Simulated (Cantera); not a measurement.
# Ignition delay

Mixture: CO : H₂ : O₂ : N₂ = 1 : 0.37 : 0.457 : 1.96 (molar parts), at 7.20 bar, adiabatic and at constant pressure. Ignition delay is the time to a rise of 400 K.

Cantera simulation using GRI-Mech 3.0 (53 species, 325 reactions); the numbers are that mechanism's predictions, not measurements. The hydrogen kinetics of GRI-Mech 3.0 are dated; newer H2 mechanisms differ, most at raised pressure. Where the delays flatten at high temperature, the 400 K rule measures the pace of heat release, not the induction time.

```
T0 (K)  delay (ms)
------  ----------
1050         0.783
1100         0.209
1150        0.0581
1200        0.0227
1250        0.0125
1300       0.00836
1350       0.00620
1400       0.00491
1450       0.00406
```

```yaml
apparent activation energy between 1350 and 1450 K: 69 kJ/mol
```
